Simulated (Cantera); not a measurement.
# Premixed flame

A freely propagating, adiabatic, planar premixed flame of H2 : O2 : N2 = 1 : 0.385 : 1.38 (molar parts), equivalence ratio 1.3, unburnt at 675 K and 1.00 bar; mixture-averaged transport, grid criteria slope 0.08 and curve 0.16, no radiation.

Model: the H2/O2 subset of GRI-Mech 3.0, which has no nitrogen chemistry, integrated in Cantera. Burning velocities carry a grid error of a few per cent, more on coarse grids.

```json
[
 {"z (mm)": "-1.44", "T (K)": "675", "u (m/s)": "10.9", "x H2": "0.362", "x O2": "0.139", "x H2O2": "<1e-8", "x OH": "<1e-8", "x H2O": "<1e-8", "x H": "<1e-8"},
 {"z (mm)": "-0.961", "T (K)": "675", "u (m/s)": "10.9", "x H2": "0.362", "x O2": "0.139", "x H2O2": "<1e-8", "x OH": "<1e-8", "x H2O": "<1e-8", "x H": "<1e-8"},
 {"z (mm)": "-0.720", "T (K)": "675", "u (m/s)": "10.9", "x H2": "0.362", "x O2": "0.139", "x H2O2": "<1e-8", "x OH": "<1e-8", "x H2O": "<1e-8", "x H": "<1e-8"},
 {"z (mm)": "-0.480", "T (K)": "675", "u (m/s)": "10.9", "x H2": "0.362", "x O2": "0.139", "x H2O2": "<1e-8", "x OH": "<1e-8", "x H2O": "7.08e-8", "x H": "1.73e-7"},
 {"z (mm)": "-0.240", "T (K)": "688", "u (m/s)": "11.1", "x H2": "0.359", "x O2": "0.139", "x H2O2": "1.61e-6", "x OH": "5.33e-5", "x H2O": "0.000649", "x H": "0.000334"},
 {"z (mm)": "-0.120", "T (K)": "862", "u (m/s)": "13.6", "x H2": "0.329", "x O2": "0.134", "x H2O2": "6.32e-6", "x OH": "0.000737", "x H2O": "0.0165", "x H": "0.00932"},
 {"z (mm)": "0", "T (K)": "1303", "u (m/s)": "20.0", "x H2": "0.201", "x O2": "0.0858", "x H2O2": "3.83e-6", "x OH": "0.00473", "x H2O": "0.117", "x H": "0.0591"},
 {"z (mm)": "0.120", "T (K)": "1609", "u (m/s)": "24.3", "x H2": "0.104", "x O2": "0.0272", "x H2O2": "2.20e-6", "x OH": "0.0111", "x H2O": "0.223", "x H": "0.0899"},
 {"z (mm)": "0.240", "T (K)": "1747", "u (m/s)": "26.2", "x H2": "0.0903", "x O2": "0.0151", "x H2O2": "1.37e-6", "x OH": "0.0140", "x H2O": "0.246", "x H": "0.0857"},
 {"z (mm)": "0.480", "T (K)": "1898", "u (m/s)": "28.1", "x H2": "0.0922", "x O2": "0.0116", "x H2O2": "7.64e-7", "x OH": "0.0162", "x H2O": "0.255", "x H": "0.0717"},
 {"z (mm)": "0.961", "T (K)": "2060", "u (m/s)": "30.2", "x H2": "0.0949", "x O2": "0.00896", "x H2O2": "4.18e-7", "x OH": "0.0174", "x H2O": "0.265", "x H": "0.0560"},
 {"z (mm)": "1.92", "T (K)": "2220", "u (m/s)": "32.1", "x H2": "0.0960", "x O2": "0.00633", "x H2O2": "2.51e-7", "x OH": "0.0171", "x H2O": "0.277", "x H": "0.0415"},
 {"z (mm)": "3.84", "T (K)": "2363", "u (m/s)": "33.8", "x H2": "0.0959", "x O2": "0.00400", "x H2O2": "1.69e-7", "x OH": "0.0154", "x H2O": "0.289", "x H": "0.0292"}
]
```
x: mole fraction of selected species; z is measured from the peak of heat release.

| Property | Value |
|---|---|
| laminar burning velocity | 1090 cm/s |
| thermal thickness | 0.480 mm |
| peak x(H2O2) | 6.36e-6 |
| peak x(OH) | 0.0175 |
| peak x(H) | 0.0903 |
| grid points | 136 |
